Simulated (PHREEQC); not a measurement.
Solution (30 °C): 0.05 mol/kgw FeSO4, 0.0027 mol/kgw CaCl2 and 0.19 mol/kgw Na2SO4. Closed to the air; pH follows from the charge balance.

Model: ion-association model, phreeqc.dat, run in PHREEQC.

| quantity | before | after |
|---|---|---|
| pH | 6.12 | 5.71 |
| ionic strength (mol/kgw) | 0.553 | 0.523 |
| Na+ (mol/kgw) | 0.326 | 0.323 |
| SO4-2 (mol/kgw) | 0.157 | 0.148 |
| NaSO4- (mol/kgw) | 0.0538 | 0.0572 |
| FeSO4 (mol/kgw) | 0.0278 | 0.0336 |
| SI of Gypsum (CaSO4:2H2O) | -0.46 | -0.43 |
| SI of Melanterite (FeSO4:7H2O) | -1.67 | -2.38 |

Q: Name the change that produced these shifts.
(A) diluted 5-fold with water
(B) temperature from 30 to 85 °C
(C) diluted 100-fold with water

A: B, temperature from 30 to 85 °C

No solid was allowed to form. At this temperature some constants are extrapolated from 25 °C, and those without enthalpy data are left unchanged.
